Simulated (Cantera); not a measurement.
A perfectly stirred reactor is fed with C₂H₄ : O₂ : N₂ : H₂O = 1 : 2.73 : 10.3 : 1.9 (molar parts), equivalence ratio 1.1, at 5.00 bar; it is adiabatic with a 450 K inlet, and is followed from long to short residence time, starting on the burning branch (τ in s: 0.07, 0.029, 0.012, 0.0047, 0.0019, 0.00078, 0.00032, 0.00013, 5.3e-05, 2.1e-05, 8.7e-06, 3.5e-06).

Computed with Cantera and GRI-Mech 3.0 (53 species, 325 reactions). GRI-Mech 3.0 was tuned for natural gas; its chemistry of ethylene as a main component is partial and can be far from experiment.

Question: Predict: blow-out, bracketed by the residence times tried; x(C₂H₄) at τ = 70.0 ms; x(O₂) at τ = 70.0 ms; x(H₂O) at τ = 70.0 ms; x(CO₂) at τ = 70.0 ms; x(H₂) at τ = 70.0 ms; x(C₂H₄) at τ = 0.320 ms; x(O₂) at τ = 0.320 ms; x(H₂O) at τ = 0.320 ms; x(CO₂) at τ = 0.320 ms; x(H₂) at τ = 0.320 ms.

Answer: 
```
Property                                                                      Result
------------------------------------------------  ----------------------------------
blow-out, bracketed by the residence times tried  burning at 21.0 µs, out at 8.70 µs
x(C₂H₄) at τ = 70.0 ms                                                       8.24e-7
x(O₂) at τ = 70.0 ms                                                        0.000607
x(H₂O) at τ = 70.0 ms                                                          0.229
x(CO₂) at τ = 70.0 ms                                                         0.0980
x(H₂) at τ = 70.0 ms                                                          0.0105
x(C₂H₄) at τ = 0.320 ms                                                      5.61e-5
x(O₂) at τ = 0.320 ms                                                        0.00687
x(H₂O) at τ = 0.320 ms                                                         0.219
x(CO₂) at τ = 0.320 ms                                                        0.0882
x(H₂) at τ = 0.320 ms                                                         0.0145
```
